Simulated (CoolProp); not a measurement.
A single-stage vapour-compression cycle with the fluid: evaporating at 288.15 K (dew point), condensing at 352.15 K (bubble point), superheat 8 K, subcooling 2 K, compressor efficiency 0.6, no pressure losses. The same conditions are run with several fluids, on thermodynamics alone (safety and materials aside).

Model: reference Helmholtz-energy equation of state of each fluid (cyclopentane: Gedanitz 2015; R365MFC: Lemmon 2016; n-hexane: Thol 2019; R142b: Lemmon 2006; R134a: Tillner-Roth 1994), in CoolProp.

| fluid | cooling COP | pressure ratio | discharge temperature (K) | refrigerating effect (kJ/kg) | volumetric capacity (kJ/m³) |
|---|---|---|---|---|---|
| cyclopentane | 2.22 | 8.73 | 395.7 | 304 | 246 |
| R365MFC | 1.94 | 9.19 | 361.2 | 119 | 273 |
| n-hexane | 2.04 | 10.8 | 364.3 | 239 | 108 |
| R142b | 1.94 | 5.51 | 383.8 | 130 | 1400 |
| R134a | 1.65 | 5.28 | 383.0 | 98.2 | 2230 |
